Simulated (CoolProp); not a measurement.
Model: reference Helmholtz-energy equation of state, Bücker 2006, in CoolProp.

**Question.** For n-butane, give the phase and the density (kg/m³), cp (kJ/(kg K)), speed of sound (m/s), expansivity (1/kK) at 259.9 K and 1.48 bar.

**Answer.** 
- 259.9 K and 1.48 bar: liquid; density 615, cp 2.25, speed of sound 1110, expansivity 1.70
